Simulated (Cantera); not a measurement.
An adiabatic, constant-pressure homogeneous reactor starts with CO : H2 : O2 : N2 = 1 : 0.4 : 1.32 : 4.97 (molar parts), equivalence ratio 0.53, at 1525 K and 3750 Torr. Integrator tolerance rtol = 1e-08.

Model: GRI-Mech 3.0 (53 species, 325 reactions), integrated in Cantera. The hydrogen kinetics of GRI-Mech 3.0 are dated; newer H2 mechanisms differ, most at raised pressure.

```json
[
 {"quantity": "time of steepest temperature rise", "before": "4.46 µs", "after": "6.69 µs"},
 {"quantity": "temperature at 0.700 s", "before": "2650 K", "after": "2567 K"},
 {"quantity": "equilibrium temperature", "before": "2650 K", "after": "2567 K"},
 {"quantity": "x(CO) at 0.700 s", "before": "0.0153 (gas-phase equilibrium 0.0153)", "after": "0.0577 (gas-phase equilibrium 0.0577)"},
 {"quantity": "x(H2) at 0.700 s", "before": "0.000940 (gas-phase equilibrium 0.000940)", "after": "0.00510 (gas-phase equilibrium 0.00510)"},
 {"quantity": "x(O2) at 0.700 s", "before": "0.0831 (gas-phase equilibrium 0.0831)", "after": "0.00159 (gas-phase equilibrium 0.00159)"},
 {"quantity": "x(NO) at 0.700 s", "before": "0.0175 (gas-phase equilibrium 0.0175)", "after": "0.00224 (gas-phase equilibrium 0.00224)"},
 {"quantity": "x(CO2) at 0.700 s", "before": "0.126 (gas-phase equilibrium 0.126)", "after": "0.0985 (gas-phase equilibrium 0.0985)"},
 {"quantity": "x(H) at 0.700 s", "before": "0.000648 (gas-phase equilibrium 0.000648)", "after": "0.00108 (gas-phase equilibrium 0.00108)"},
 {"quantity": "x(OH) at 0.700 s", "before": "0.00854 (gas-phase equilibrium 0.00854)", "after": "0.00261 (gas-phase equilibrium 0.00261)"}
]
```

**Question.** Which change was made?
A) O2 1.32 to 0.52 parts
B) constant volume in place of constant pressure
C) O2 1.32 to 1.8 parts
D) N2 4.97 to 13 parts

**Answer.** A, O2 1.32 to 0.52 parts
